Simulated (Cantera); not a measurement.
An isothermal, constant-pressure homogeneous reactor starts with N2O : O2 = 1 : 2.6 (molar parts), at 1150 K and 1.01 bar.

Cantera simulation using GRI-Mech 3.0 (53 species, 325 reactions); the numbers are that mechanism's predictions, not measurements. GRI-Mech 3.0 was tuned for natural gas; its chemistry of N2O as a main component is partial and can be far from experiment. The mechanism lacks the step 2 NO + O2 → 2 NO2, which can matter for NO2 below about 1400 K. The temperature is held fixed by assumption; the heat of reaction is taken as removed at once.

Problem. Predict: x(N2O) at 7.00 s; x(O2) at 7.00 s; x(N2) at 7.00 s; x(NO2) at 7.00 s; x(NO) at 7.00 s.

Solution. 
```
Quantity                                            Result
----------------  ----------------------------------------
x(N2O) at 7.00 s    0.0715 (gas-phase equilibrium 5.65e-9)
x(O2) at 7.00 s        0.741 (gas-phase equilibrium 0.756)
x(N2) at 7.00 s        0.175 (gas-phase equilibrium 0.244)
x(NO2) at 7.00 s  0.000170 (gas-phase equilibrium 5.76e-6)
x(NO) at 7.00 s    0.0127 (gas-phase equilibrium 0.000139)
```
